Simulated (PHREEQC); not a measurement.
Consider water at 25 °C with 5.5 mmol/kgw Ca(OH)2 and 80 mmol/kgw LiOH. Closed to the air; pH follows from the charge balance.

The numbers come from PHREEQC with the Pitzer model, pitzer.dat.

No solid was allowed to form.

Q: What pH does the model give?

A: pH 12.82.
